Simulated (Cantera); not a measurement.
Pyrogenic steam for wet oxidation

An isothermal, constant-pressure homogeneous reactor starts with 2.85 % H2, 6.48 % O2, 90.7 % N2, equivalence ratio 0.22, at 1098 K and 0.430 bar.

Computed with Cantera and the H2/O2 subset of GRI-Mech 3.0, which has no nitrogen chemistry.

| t (s) | x H2 | x O2 | x H2O2 | x HO2 | x H2O |
|---|---|---|---|---|---|
| 4.00e-5 | 0.0285 | 0.0648 | <1e-12 | 2.99e-10 | 1.80e-10 |
| 0.000104 | 0.0285 | 0.0648 | 1.34e-12 | 1.15e-9 | 3.00e-9 |
| 0.000271 | 0.0285 | 0.0648 | 5.91e-11 | 5.27e-8 | 3.54e-7 |
| 0.000704 | 0.0129 | 0.0572 | 1.14e-6 | 1.31e-5 | 0.0126 |
| 0.00183 | 0.000333 | 0.0513 | 9.18e-7 | 7.64e-6 | 0.0284 |
| 0.00477 | 5.43e-5 | 0.0512 | 3.34e-7 | 2.39e-6 | 0.0288 |
| 0.0124 | 9.85e-6 | 0.0512 | 1.01e-7 | 6.05e-7 | 0.0289 |
| 0.0323 | 1.40e-6 | 0.0512 | 2.86e-8 | 1.30e-7 | 0.0289 |
| 0.0839 | 1.57e-7 | 0.0512 | 8.19e-9 | 2.95e-8 | 0.0289 |
| 0.218 | 2.22e-8 | 0.0512 | 2.58e-9 | 8.33e-9 | 0.0289 |
| 0.568 | 5.83e-9 | 0.0512 | 9.02e-10 | 2.84e-9 | 0.0289 |
| 1.48 | 1.97e-9 | 0.0512 | 3.35e-10 | 1.15e-9 | 0.0289 |
| 3.84 | 7.48e-10 | 0.0512 | 1.32e-10 | 6.46e-10 | 0.0289 |
| 10.0 | 3.50e-10 | 0.0512 | 5.95e-11 | 5.60e-10 | 0.0289 |
x: mole fraction; the columns are a selection and need not sum to one.

Equilibrium at this temperature and pressure: H2 2.46e-10, O2 0.0512, H2O2 3.80e-11, HO2 5.87e-10, H2O 0.0289 (gas phase only).
